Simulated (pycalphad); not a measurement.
## Phase fractions of Al-0.95Sn-0.33Si (at.%)

All values are pycalphad results on the COST 507 light-alloy database (1999) (1 atm), not direct measurements. The data set is of 1999 and partly superseded. Not assessed as a whole: an extrapolation from subsystems, which can miss ternary compounds. Phase fractions are per mole of atoms.

```tsv
T (K)	LIQUID	FCC_A1	DIAMOND_A4	BCT_A5
950	1.000	-	-	-
900	0.183	0.817	-	-
850	0.021	0.979	-	-
800	0.012	0.988	-	-
750	0.011	0.989	-	-
700	0.010	0.990	-	-
650	0.010	0.989	0.001	-
600	0.010	0.988	0.002	-
550	0.010	0.987	0.003	-
500	-	0.987	0.003	0.010
```

FCC_A1 is fcc; DIAMOND_A4 is diamond (Si); BCT_A5 is bct (Sn).
